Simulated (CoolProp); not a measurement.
A closed Brayton cycle with carbon dioxide: compressor inlet 328.15 K and 8.2 MPa, high pressure 18.4 MPa, turbine inlet 710 K, compressor efficiency 0.89, turbine efficiency 0.85, recuperator effectiveness 0.9 (on enthalpy, no pinch check). Each further row changes one setting.

Computed with CoolProp (reference Helmholtz-energy equation of state, Span 1996).

| case | thermal efficiency (%) | net work (kJ/kg) | compressor to turbine work | compressor exit (K) | turbine exit (K) |
|---|---|---|---|---|---|
| as stated | 25.9 | 45.5 | 0.47 | 396.4 | 625.5 |
| turbine inlet 660 K | 23.5 | 38.3 | 0.51 | 396.4 | 578.5 |
| compressor inlet 338.15 K | 24.6 | 40.9 | 0.52 | 410.3 | 625.5 |
| high pressure 15.6 MPa | 24.9 | 38.3 | 0.45 | 382.1 | 642.5 |
| recuperator effectiveness 0.5 | 16.2 | 45.5 | 0.47 | 396.4 | 625.5 |
